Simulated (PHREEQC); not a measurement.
A solution holds 0.064 mol NaHSO4 and 0.011 mol Na2SO4 per kg of water, at 72 °C. Closed to the air; pH follows from the charge balance.

The numbers come from PHREEQC with the ion-association model, wateq4f.dat.

Question: The ionic strength comes out as 0.124 mol/kgw. What activity coefficients do NaSO4-, Na+, SO4-2, H+, HSO4- get?

Answer: NaSO4- 0.76, Na+ 0.75, SO4-2 0.32, H+ 0.80, HSO4- 0.74.

Precipitation was switched off in this run. At this temperature some constants are extrapolated from 25 °C, and those without enthalpy data are left unchanged.
